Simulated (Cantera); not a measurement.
Input: 1 mol Hg, 1.4 mol O₂, 2.8 mol N₂, 0.23 mol H₂, held at 550 K and 660 Torr.

Cantera equilibrium calculation (NASA polynomials, part measured and part estimated; ideal gas, pure solids and liquids). Candidate condensed phases: H₂O, Hg, HgO; 25 gas species. Rates play no part.

Base state: N₂ 0.733, O₂ 0.206, H₂O 0.0602, Hg 0.000512 (mole fractions); condensed: HgO(s).

Problem. What changes in the equilibrium state with this change: O₂ from 1.4 to 0.01 mol?

Solution. 
```tsv
species	before	after
N₂	0.733	0.723
Hg	0.000512	0.219
H₂	<1e-9	0.0528
O₂	0.206	<1e-9
H₂O	0.0602	0.00516
NH₃	<1e-9	0.000958
HgO(s), mol	0.998	0
Hg(l), mol	0	0.153
```
